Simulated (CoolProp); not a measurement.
A single-stage vapour-compression cycle with the fluid: evaporating at 319.15 K (dew point), condensing at 344.15 K (bubble point), superheat 2 K, subcooling 2 K, compressor efficiency 0.65, no pressure losses. The same conditions are run with several fluids, on thermodynamics alone (safety and materials aside).

Values from CoolProp's reference Helmholtz-energy equation of state of each fluid (R1336mzz(E): Akasaka 2023; ethanol: Schroeder 2014; R1336mzz(Z): McLinden 2020; R123: Younglove 1994; chloromethane (R40): Thol 2014; propane: Lemmon 2009).

Rank R1336mzz(E), ethanol, R1336mzz(Z), R123, chloromethane (R40), propane by cooling COP, highest first.

ethanol (7.86), R123 (7.57), R1336mzz(Z) (7.40), chloromethane (R40) (7.36), R1336mzz(E) (7.06), propane (6.35)

| fluid | pressure ratio | discharge temperature (K) | refrigerating effect (kJ/kg) | volumetric capacity (kJ/m³) |
|---|---|---|---|---|
| R1336mzz(E) | 1.99 | 345.3 | 104 | 2790 |
| ethanol | 3.10 | 388.3 | 837 | 354 |
| R1336mzz(Z) | 2.14 | 344.5 | 131 | 1350 |
| R123 | 2.07 | 350.7 | 139 | 1600 |
| chloromethane (R40) | 1.79 | 374.1 | 309 | 7010 |
| propane | 1.68 | 353.3 | 226 | 7770 |
